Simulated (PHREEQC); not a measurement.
**Alkaline etch or developer: an equilibrium model**

Consider water at 50 °C with 0.0025 mol/kgw KOH and 0.00084 mol/kgw (CH3)4NCl. Closed to the air; pH follows from the charge balance.

The numbers come from PHREEQC with the ion-association model, phreeqc.dat.

This is a speciation only: nothing precipitates in the calculation.

Question: Estimate the pH.

Answer: pH 10.63.

Complexes and solids missing from the database can't appear. (CH3)4N+ isn't in the database: it is added as a free cation with an ion size of 4 Å. Away from 25 °C the constants follow the database's enthalpies or fits; those with neither stay at their 25 °C values.
